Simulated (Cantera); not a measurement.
Charge: 1 mol TEOS, 4.7 mol H2O, equilibrated at 1048.15 K and 0.203 Torr.

Method: chemical equilibrium by Gibbs-energy minimisation in Cantera with the NASA 1993 tables (ideal gas, pure condensed phases). Candidate condensed phases: C, C6H6, C7H8, C8H18, H2O, Si, SiC, SiO2; 123 gas species. The feed counts by its element totals alone. The numbers say what is thermodynamically allowed, not how fast it happens.

Base state: H2 0.687, CO 0.313, H2O 1.08e-5 (mole fractions); condensed: C(graphite) + SiO2(β-quartz).

What changes in the equilibrium state with this change: temperature from 1048.15 K to 1548.15 K?


```json
[
 {"species": "H2", "before": "0.687", "after": "0.627"},
 {"species": "CO", "before": "0.313", "after": "0.335"},
 {"species": "SiO", "before": "2.51e-9", "after": "0.0363"},
 {"species": "H", "before": "3.91e-7", "after": "0.00149"},
 {"species": "H2O", "before": "1.08e-5", "after": "4.69e-7"},
 {"species": "C(graphite), mol", "before": "1.30", "after": "0"},
 {"species": "SiO2(β-quartz), mol", "before": "1.00", "after": "0"},
 {"species": "SiC(s), mol", "before": "0", "after": "0.150"}
]
```

What changes in the equilibrium state with this change: TEOS replaced by Si2H6?


```
species               before   after
-------------------  -------  ------
H2                     0.687   0.909
H2O                  1.08e-5  0.0909
CO                     0.313       0
C(graphite), mol        1.30       0
SiO2(β-quartz), mol     1.00    2.00
```
